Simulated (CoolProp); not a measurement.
A single-stage vapour-compression cycle with the fluid: evaporating at 209.15 K (dew point), condensing at 240.15 K (bubble point), superheat 8 K, subcooling 8 K, compressor efficiency 0.65, no pressure losses. The same conditions are run with several fluids, on thermodynamics alone (safety and materials aside).

Values from CoolProp's reference Helmholtz-energy equation of state of each fluid (hydrogen chloride: Thol 2018; R410A: Lemmon 2003; nitrous oxide: Lemmon 2006; ethylene: Smukala 2000; R404A: Lemmon 2003; CH2F2 (R32): Tillner-Roth 1997). Blends and air are pseudo-pure fits.

| fluid | cooling COP | pressure ratio | discharge temperature (K) | refrigerating effect (kJ/kg) | volumetric capacity (kJ/m³) |
|---|---|---|---|---|---|
| hydrogen chloride | 3.75 | 3.34 | 346.4 | 388 | 2420 |
| R410A | 3.96 | 4.68 | 305.3 | 258 | 540 |
| nitrous oxide | 3.80 | 3.31 | 317.9 | 311 | 2890 |
| ethylene | 3.70 | 2.73 | 294.8 | 365 | 4130 |
| R404A | 3.94 | 4.87 | 281.7 | 189 | 393 |
| CH2F2 (R32) | 3.85 | 4.66 | 336.1 | 365 | 556 |
